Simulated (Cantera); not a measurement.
What does this Cantera script print?

```python
import numpy as np
import cantera as ct

gas = ct.Solution("gri30.yaml")
gas.TPX = 2075, 130000, {'CH4': 1, 'CO2': 0.31}
inlet = ct.Reservoir(gas, clone=True)

reactor = ct.IdealGasConstPressureReactor(gas, energy="off", clone=False)
exhaust = ct.Reservoir(gas, clone=True)
tau = [7.7, 2.3, 0.68, 0.2, 0.06, 0.018, 0.0053, 0.0016, 0.00047][0]
for a, b in ((inlet, reactor), (reactor, exhaust)):
    ct.MassFlowController(a, b, mdot=lambda t: reactor.mass / tau)
net = ct.ReactorNet([reactor])
show = ['CH4', 'CO2', 'H2', 'H2O', 'H', 'C2H6', 'CH2CO']

rows = []
print(f"{'tau/s':>10s}{'T/K':>9s}" + "".join(f"{s:>11s}" for s in show))
for tau in [7.7, 2.3, 0.68, 0.2, 0.06, 0.018, 0.0053, 0.0016, 0.00047]:
    net.initial_time = 0.0
    net.advance(30 * tau)
    before = gas.X
    net.advance(40 * tau)
    drift = np.max(np.abs(gas.X - before) / (gas.X + 1e-9))
    rows.append([gas.T, *gas[show].X, drift])
    print(f"{tau:10.3e}{gas.T:9.1f}" + "".join(f"{x:11.3e}" for x in gas[show].X))
```

Output:

```
     tau/s      T/K        CH4        CO2         H2        H2O          H       C2H6      CH2CO
 7.700e+00   2075.0  2.560e-03  1.309e-05  6.276e-01  1.222e-04  1.864e-03  1.674e-07  5.900e-07
 2.300e+00   2075.0  3.065e-03  4.346e-05  6.269e-01  4.039e-04  1.861e-03  2.206e-07  8.838e-07
 6.800e-01   2075.0  4.355e-03  1.452e-04  6.249e-01  1.340e-03  1.854e-03  4.003e-07  1.785e-06
 2.000e-01   2075.0  7.141e-03  4.775e-04  6.198e-01  4.336e-03  1.838e-03  1.001e-06  4.424e-06
 6.000e-02   2075.0  1.235e-02  1.455e-03  6.080e-01  1.268e-02  1.803e-03  2.913e-06  1.150e-05
 1.800e-02   2075.0  2.162e-02  3.996e-03  5.837e-01  3.133e-02  1.734e-03  8.898e-06  2.818e-05
 5.300e-03   2075.0  3.838e-02  1.019e-02  5.443e-01  6.012e-02  1.615e-03  2.801e-05  5.817e-05
 1.600e-03   2075.0  6.907e-02  2.571e-02  4.992e-01  8.220e-02  1.455e-03  8.759e-05  8.693e-05
 4.700e-04   2075.0  1.305e-01  6.418e-02  4.550e-01  7.405e-02  1.264e-03  2.812e-04  8.388e-05
```

Detailed kinetics in Cantera: GRI-Mech 3.0 (53 species, 325 reactions). GRI-Mech 3.0 stops at C3 and has no aromatics, soot or wall deposition, so with more carbon than oxygen in the feed, carbon stays in small species such as C2H2 where larger ones or solid carbon would form.
